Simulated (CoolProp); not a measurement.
Vapour-liquid equilibrium of propane (1) + R227EA (2) at 97.1 kPa; x and y are mole fractions of (1).

Values from CoolProp's multi-fluid Helmholtz-energy mixture model, Lemmon 2009 and Lemmon 2016; pair parameters Bell 2016.

```
x     bubble temperature, mixture model (K)  bubble temperature, Raoult's law (K)  y, mixture model  y, Raoult's law
----  -------------------------------------  ------------------------------------  ----------------  ---------------
0.05                                  247.2                                 253.9             0.345            0.129
0.2                                   234.3                                 248.5             0.694            0.425
0.35                                  230.5                                 244.0             0.769            0.624
0.5                                   229.6                                 240.0             0.790            0.762
0.65                                  229.3                                 236.6             0.801            0.861
0.8                                   229.0                                 233.6             0.828            0.932
0.95                                  229.3                                 230.9             0.925            0.985
```

The largest gap from Raoult's law is -14.2 K in bubble temperature, at x = 0.2. y crosses x between x = 0.8 and 0.95: the model has an azeotrope there.

The pair parameters rest on a limited set of measurements; away from them the model extrapolates. With so large a gap from Raoult's law the liquid may split in two, which this calculation doesn't test in full.
